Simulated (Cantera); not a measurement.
Input (Python, Cantera) and output of one run.

```python
import numpy as np
import cantera as ct

gas_names = """
    H HNO HNO2 HNO3 HO2 H2 H2O H2O2 N NH NH2 NH3 NH2OH NO NO2 NO3 N2 N2H2 N2H4 N2O O OH O2 O3 Si SiH
    SiH2 SiH3 SiH4 SiN SiO SiO2 Si2 Si2N Si3
""".split()
cond_names = """
    H2O(s) H2O(L) Si(cr) Si(L) SiO2(Lqz) SiO2(hqz) SiO2(L) Si2N2O(s) Si3N4(a)
""".split()


# ... load() reads the species with a 1 bar reference pressure and builds the phases ...
atoms = {
    'Si3N4': {'Si': 3, 'N': 4},
    'H2O': {'H': 2, 'O': 1},
    'H2': {'H': 2},
    'N2O': {'N': 2, 'O': 1},
}
top_T = {'Si2N2O(s)': 2100, 'Si3N4(a)': 2400}  # K; cautious upper limits of use, not melting points


# ... equilibrate(T, P, feed) seeds the gas with the atoms and calls Mixture.equilibrate('TP', solver="vcs", rtol=1e-11, max_steps=5000) ...
results = []
feed = {'Si3N4': 1, 'H2O': 0.17, 'H2': 41, 'N2O': 0.022}  # mol
T = 2048.15  # K
P = 133.322  # Pa
mix = equilibrate(T, P, feed)
results.append((T, P, feed, dict(zip(mix.species_names, mix.species_moles))))
print(gas.report(threshold=0.001))
for i in range(1, mix.n_phases):
    print(f"{mix.phase(i).name:16s} {mix.phase_moles(i):12.5e} mol")
```

Output:

```
       temperature   2048.2 K
          pressure   133.32 Pa
           density   3.7457e-05 kg/m^3
  mean mol. weight   4.7844 kg/kmol
   phase of matter   gas

                          1 kg             1 kmol
                     ---------------   ---------------
          enthalpy        1.8992e+07        9.0863e+07  J
   internal energy        1.5432e+07        7.3834e+07  J
           entropy             52699        2.5213e+05  J/K
    Gibbs function       -8.8943e+07       -4.2554e+08  J
 heat capacity c_p            6897.9             33002  J/K
 heat capacity c_v              5160             24688  J/K

                      mass frac. Y      mole frac. X     chem. pot. / RT
                     ---------------   ---------------   ---------------
                 H          0.011847           0.05623           -13.176
                H2           0.35355           0.83904           -26.352
                N2           0.24893          0.042513           -36.799
                Si           0.32829          0.055925           -6.0365
               SiH         0.0069103         0.0011364           -19.213
               SiO          0.037292         0.0040473           -47.772
     [  +29 minor]          0.013192         0.0011053

Si(L)             0.00000e+00 mol
SiO2(L)           0.00000e+00 mol
Si2N2O(s)         0.00000e+00 mol
Si3N4(a)          0.00000e+00 mol
```

Method: chemical equilibrium by Gibbs-energy minimisation in Cantera with the NASA 1993 tables (ideal gas, pure condensed phases). The tables' values for SiN are old estimates; treat these amounts as uncertain. Gases not in the tables: Si2H6 and higher silanes.
